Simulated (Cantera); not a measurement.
An isothermal, constant-pressure homogeneous reactor starts with 97.8 % N2O, 2.25 % H2O, at 1273 K and 0.440 bar.

Computed with Cantera and GRI-Mech 3.0 (53 species, 325 reactions). GRI-Mech 3.0 was tuned for natural gas; its chemistry of N2O as a main component is partial and can be far from experiment. The mechanism lacks the step 2 NO + O2 → 2 NO2, which can matter for NO2 below about 1400 K. The temperature is held fixed by assumption; the heat of reaction is taken as removed at once.

### Question
Predict: x(N2O) at 1.00 s; x(H2O) at 1.00 s; x(H2) at 1.00 s; x(NO) at 1.00 s; x(O2) at 1.00 s; x(HO2) at 1.00 s; x(H2O2) at 1.00 s.

### Answer
```json
{
  "x(N2O) at 1.00 s": "0.272 (gas-phase equilibrium 1.54e-8)",
  "x(H2O) at 1.00 s": "0.0171 (gas-phase equilibrium 0.0151)",
  "x(H2) at 1.00 s": "4.90e-8 (gas-phase equilibrium 2.13e-9)",
  "x(NO) at 1.00 s": "0.0529 (gas-phase equilibrium 0.000379)",
  "x(O2) at 1.00 s": "0.210 (gas-phase equilibrium 0.328)",
  "x(HO2) at 1.00 s": "9.76e-8 (gas-phase equilibrium 1.28e-8)",
  "x(H2O2) at 1.00 s": "8.58e-9 (gas-phase equilibrium 2.55e-10)"
}
```
